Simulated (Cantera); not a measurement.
What does this Cantera script print?

```python
import numpy as np
import cantera as ct

gas_names = """
    H HNO HNO2 HNO3 HO2 H2 H2O H2O2 N NH NH2 NH3 NH2OH NO NO2 NO3 N2 N2H2 N2H4 N2O O OH O2 O3 V VN VO
    VO2
""".split()
cond_names = """
    H2O(s) H2O(L) V(cr) V(L) VN(s) VO(s) VO(L) V2O3(s) V2O3(L) V2O4(I) V2O4(II) V2O4(L) V2O5(s) V2O5(L)
""".split()


# ... load() reads the species with a 1 bar reference pressure and builds the phases ...
atoms = {
    'V2O5': {'V': 2, 'O': 5},
    'H2': {'H': 2},
    'N2': {'N': 2},
}
top_T = {'VN(s)': 2300}  # K; cautious upper limits of use, not melting points


# ... equilibrate(T, P, feed) seeds the gas with the atoms and calls Mixture.equilibrate('TP', solver="vcs", rtol=1e-11, max_steps=5000) ...
results = []
feed = {'V2O5': 1, 'H2': 0.36, 'N2': 3.5}  # mol
P = 160  # Pa
for T in [975, 1125, 1275, 1425, 1575, 1725, 1875, 2025, 2175]:
    mix = equilibrate(T, P, feed)
    results.append((T, P, feed, dict(zip(mix.species_names, mix.species_moles))))

top = {s: max(r[3][s] / sum(r[3][g] for g in gas_names) for r in results) for s in gas_names}
cols = sorted((s for s in top if top[s] > 1e-06), key=lambda s: -top[s])[:6]
seen = [c for c in cond_names if any(r[3].get(c, 0) > 1e-12 for r in results)]
print("log10 of partial pressures in bar; condensed amounts in mol")
print(f"{'T/K':>10s}" + "".join(f"{s[:9]:>10s}" for s in cols + seen))
for T, P, feed, n in results:
    ng = sum(n[g] for g in gas_names)
    print(f"{T:10.4g}" + "".join(f"{np.log10(max(n[s] / ng * P / 1e5, 1e-99)):10.3f}" for s in cols)
          + "".join(f"{n.get(c, 0):10.4g}" for c in seen))
```

It prints:

```
log10 of partial pressures in bar; condensed amounts in mol
       T/K        N2       VO2       H2O        O2         O        OH  V2O4(II)   V2O4(L)
       975    -2.873   -15.574    -3.861    -3.912   -12.098    -9.396         1         0
      1125    -2.873   -12.288    -3.861    -3.912   -10.292    -8.235         1         0
      1275    -2.873    -9.797    -3.861    -3.913    -8.908    -7.346         1         0
      1425    -2.873    -7.847    -3.861    -3.914    -7.815    -6.645         1         0
      1575    -2.873    -6.284    -3.863    -3.916    -6.928    -6.077    0.9993         0
      1725    -2.877    -5.005    -3.869    -3.923    -6.198    -5.613     0.987         0
      1875    -2.904    -3.992    -3.906    -3.958    -5.598    -5.245         0    0.8575
      2025    -3.047    -3.289    -4.081    -4.117    -5.151    -5.037         0         0
      2175    -3.052    -3.294    -4.163    -4.145    -4.710    -4.795         0         0
```

Cantera equilibrium calculation (NASA polynomials, part measured and part estimated; ideal gas, pure solids and liquids). Condensed phases not in the tables: the oxides between V2O3 and V2O5 other than VO2.
